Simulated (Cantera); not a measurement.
A perfectly stirred reactor is fed with C₂H₆ : O₂ : N₂ : H₂O = 1 : 3.5 : 25.2 : 1.4 (molar parts), at 740000 Pa; it is adiabatic with a 725 K inlet, and is followed from long to short residence time, starting on the burning branch (τ in s: 0.042, 0.017, 0.0069, 0.0028, 0.0011, 0.00046, 0.00018, 7.4e-05, 3e-05, 1.2e-05).

Detailed kinetics in Cantera: GRI-Mech 3.0 (53 species, 325 reactions).

Question: What does this change do: pressure from 740000 Pa to 190000 Pa?

Answer: 
| quantity | before | after |
|---|---|---|
| blow-out, bracketed by the residence times tried | burning at 0.180 ms, out at 74.0 µs | burning at 0.180 ms, out at 74.0 µs |
| x(C₂H₆) at τ = 42.0 ms | 6.39e-7 | 1.14e-6 |
| x(O₂) at τ = 42.0 ms | 0.00165 | 0.00319 |
| x(H₂O) at τ = 42.0 ms | 0.137 | 0.135 |
| x(H₂) at τ = 42.0 ms | 0.00120 | 0.00244 |
| x(HCO) at τ = 42.0 ms | 7.60e-9 | 2.77e-8 |
| x(C₂H₆) at τ = 0.460 ms | 2.41e-5 | 4.18e-5 |
| x(O₂) at τ = 0.460 ms | 0.00700 | 0.0113 |
| x(H₂O) at τ = 0.460 ms | 0.133 | 0.127 |
| x(H₂) at τ = 0.460 ms | 0.00405 | 0.00709 |
| x(HCO) at τ = 0.460 ms | 6.90e-7 | 2.88e-6 |

Question: What does this change do: N2 25.2 to 32 parts?

Answer: 
```tsv
quantity	before	after
blow-out, bracketed by the residence times tried	burning at 0.180 ms, out at 74.0 µs	burning at 0.460 ms, out at 0.180 ms
x(C₂H₆) at τ = 42.0 ms	6.39e-7	1.40e-6
x(O₂) at τ = 42.0 ms	0.00165	0.00132
x(H₂O) at τ = 42.0 ms	0.137	0.113
x(H₂) at τ = 42.0 ms	0.00120	0.000969
x(HCO) at τ = 42.0 ms	7.60e-9	7.43e-9
x(C₂H₆) at τ = 0.460 ms	2.41e-5	8.27e-5
x(O₂) at τ = 0.460 ms	0.00700	0.00931
x(H₂O) at τ = 0.460 ms	0.133	0.109
x(H₂) at τ = 0.460 ms	0.00405	0.00349
x(HCO) at τ = 0.460 ms	6.90e-7	8.24e-7
```
